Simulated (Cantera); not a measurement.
An isothermal plug-flow reactor at 850 K and 0.210 bar (inlet), inlet velocity 0.61 m/s, active area per volume 500 1/m; feed 0.447 % CH₄, 15.6 % O₂, 82.1 % N₂, 1.87 % H₂O, equivalence ratio 0.057.

Cantera simulation using Deutschmann's 1995 Pt surface mechanism with GRI-Mech 3.0 gas chemistry; the numbers are that mechanism's predictions, not measurements. Catalytic surfaces can have several steady states; this one follows from the mechanism file's or the stated starting coverage. Mass transfer to the wall is taken as infinitely fast.

Question: Predict: x(CH₄) at z = 0.01 m; x(O₂) at z = 0.01 m; x(H₂O) at z = 0.01 m; x(CO₂) at z = 0.01 m; x(CO) at z = 0.01 m; θ(free Pt) at the exit; θ(O*) at the exit; θ(OH*) at the exit.

Answer: 
* **x(CH₄) at z = 0.01 m**: 0.00405
* **x(O₂) at z = 0.01 m**: 0.155
* **x(H₂O) at z = 0.01 m**: 0.0195
* **x(CO₂) at z = 0.01 m**: 0.000421
* **x(CO) at z = 0.01 m**: 9.42e-7
* **θ(free Pt) at the exit**: 0.0959
* **θ(O*) at the exit**: 0.903
* **θ(OH*) at the exit**: 0.00157
